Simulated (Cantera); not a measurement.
Feed: 1 mol C₃H₆, 1.7 mol NH₃, held at 6000 Torr.

Method: chemical equilibrium by Gibbs-energy minimisation in Cantera with the NASA 1993 tables (ideal gas, pure condensed phases). Candidate condensed phases: C, C₆H₆, C₇H₈, C₈H₁₈; 110 gas species. Ions and electrons are included (thermal ionisation). Equilibrium is a limit: real reactors are often held back by kinetics, nucleation or transport.

Which condensed phases are stable at each of these points (T (K)): 2500, 3000, 3500, 4000, 4500, 5000?


```json
[
 {"T (K)": "2500", "condensed phases": "C(graphite)", "C condensed (%)": "90.5"},
 {"T (K)": "3000", "condensed phases": "C(graphite)", "C condensed (%)": "64.1"},
 {"T (K)": "3500", "condensed phases": "C(graphite)", "C condensed (%)": "2.3"},
 {"T (K)": "4000", "condensed phases": "gas only", "C condensed (%)": "0.0"},
 {"T (K)": "4500", "condensed phases": "gas only", "C condensed (%)": "0.0"},
 {"T (K)": "5000", "condensed phases": "gas only", "C condensed (%)": "0.0"}
]
```

From 2500 K to 3500 K the condensed part is C(graphite). From 4000 K to 5000 K nothing is condensed.
